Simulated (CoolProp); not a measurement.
CF4 (R14) at 467.45 K and 1.77 MPa flows at 6.8 m/s in a round tube of 6 mm bore and 0.25 µm roughness, fully developed (64/Re and Nu = 3.66 if laminar; Colebrook and Gnielinski if turbulent). Each further row changes one setting.

Model: reference Helmholtz-energy equation of state, Platzer 1990, in CoolProp. This equation is an older, rougher fit.

| case | Reynolds number | Darcy friction factor | pressure drop (Pa/m) | heat-transfer coefficient (W/(m² K)) | mass flow (kg/h) |
|---|---|---|---|---|---|
| as stated | 64900 | 0.0199 | ___ | ___ | 27.8 |
| velocity 13.6 m/s | 130000 | ___ | 10700 | ___ | 55.6 |
| diameter 12 mm | 130000 | 0.0172 | ___ | 579 | ___ |

Problem. Some entries are withheld; supply them.

Solution. 
- as stated, pressure drop (Pa/m): 3080
- as stated, heat-transfer coefficient (W/(m² K)): 671
- velocity 13.6 m/s, Darcy friction factor: 0.0173
- velocity 13.6 m/s, heat-transfer coefficient (W/(m² K)): 1170
- diameter 12 mm, pressure drop (Pa/m): 1330
- diameter 12 mm, mass flow (kg/h): 111

Viscosity comes from a separate model (Huber 2003), an estimate that may be off by 10 % or more. Thermal conductivity comes from a separate model (Huber 2003), an estimate that may be off by 10 % or more.
